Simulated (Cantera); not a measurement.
Thermodynamics of tantalum, niobium, vanadium and zirconium in process gases, feed Ta(OEt)₅ + H₂O

Feed: 1 mol Ta(OEt)₅, 1.1 mol H₂O, equilibrated at 12000 Pa.

Method: chemical equilibrium by Gibbs-energy minimisation in Cantera with the NASA 1993 tables (ideal gas, pure condensed phases). Candidate condensed phases: C, C₆H₆, C₇H₈, C₈H₁₈, H₂O, Ta, TaC, Ta₂O₅; 113 gas species. The feed counts by its element totals alone. Mutual solubility and eutectic melting of coexisting phases are not modelled. TaC: taken at fixed stoichiometry. Condensed phases not in the tables: Ta₂C. The numbers say what is thermodynamically allowed, not how fast it happens.

```json
[
 {"T (K)": "1175", "x H₂": "0.756", "x CO": "0.242", "x CH₄": "0.00131", "x H₂O": "0.000761", "x H": "3.08e-7", "n C(graphite)": "5.33", "n TaC(s)": "0.303", "n Ta₂O₅(s)": "0.349"},
 {"T (K)": "1275", "x H₂": "0.690", "x CO": "0.309", "x CH₄": "0.000529", "x H₂O": "0.000299", "x H": "1.77e-6", "n C(graphite)": "2.90", "n TaC(s)": "1.00", "n Ta₂O₅(s)": "0"},
 {"T (K)": "1375", "x H₂": "0.690", "x CO": "0.310", "x CH₄": "0.000284", "x H₂O": "0.000118", "x H": "8.22e-6", "n C(graphite)": "2.90", "n TaC(s)": "1.00", "n Ta₂O₅(s)": "0"},
 {"T (K)": "1475", "x H₂": "0.690", "x CO": "0.310", "x CH₄": "0.000166", "x H₂O": "5.29e-5", "x H": "3.11e-5", "n C(graphite)": "2.90", "n TaC(s)": "1.00", "n Ta₂O₅(s)": "0"},
 {"T (K)": "1575", "x H₂": "0.690", "x CO": "0.310", "x CH₄": "0.000104", "x H₂O": "2.63e-5", "x H": "9.97e-5", "n C(graphite)": "2.90", "n TaC(s)": "1.00", "n Ta₂O₅(s)": "0"},
 {"T (K)": "1675", "x H₂": "0.690", "x CO": "0.310", "x CH₄": "6.88e-5", "x H₂O": "1.43e-5", "x H": "0.000278", "n C(graphite)": "2.90", "n TaC(s)": "1.00", "n Ta₂O₅(s)": "0"},
 {"T (K)": "1775", "x H₂": "0.690", "x CO": "0.310", "x CH₄": "4.78e-5", "x H₂O": "8.28e-6", "x H": "0.000694", "n C(graphite)": "2.90", "n TaC(s)": "1.00", "n Ta₂O₅(s)": "0"}
]
```
x: gas mole fraction; n: condensed amount in mol.

At 1175 K the condensed part is C(graphite) + TaC(s) + Ta₂O₅(s). From 1275 K to 1775 K the condensed part is C(graphite) + TaC(s).
